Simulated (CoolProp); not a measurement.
Vapour pressure (MPa) of 1-butene: the reference equation beside estimates from Tc = 419.3 K, pc = 4.006 MPa, ω = 0.192. Clausius-Clapeyron is anchored at 231.3 K with a constant enthalpy of vaporisation of 23.79 kJ/mol.

Model: reference Helmholtz-energy equation of state, Lemmon 2005, in CoolProp. It is a short technical equation, of lower accuracy than the large ones.

```
T (K)  reference  Lee-Kesler  Clausius-Clapeyron  van der Waals  Soave-Redlich-Kwong  Peng-Robinson
-----  ---------  ----------  ------------------  -------------  -------------------  -------------
231.3    0.01975     0.01916             0.01975         0.2105              0.01940        0.02021
245.8    0.04112     0.04020             0.04098         0.3039              0.04052        0.04159
260.2    0.07762     0.07650             0.07804         0.4216              0.07678        0.07790
274.7     0.1363      0.1353              0.1394         0.5678               0.1354         0.1361
289.1     0.2237      0.2234              0.2343         0.7431               0.2233         0.2230
303.6     0.3495      0.3505              0.3758         0.9521               0.3505         0.3484
318       0.5209      0.5238              0.5759          1.194               0.5248         0.5198
332.5     0.7500      0.7551              0.8526          1.474               0.7587         0.7500
346.9      1.044       1.051               1.219          1.791                1.060          1.047
```

Absolute difference from the reference over all 9 rows, mean and median: Lee-Kesler 1.1 and 0.7 %, Clausius-Clapeyron 6.3 and 4.7 %, van der Waals 340.7 and 232.2 %, Soave-Redlich-Kwong 1.0 and 1.1 %, Peng-Robinson 0.6 and 0.3 %.
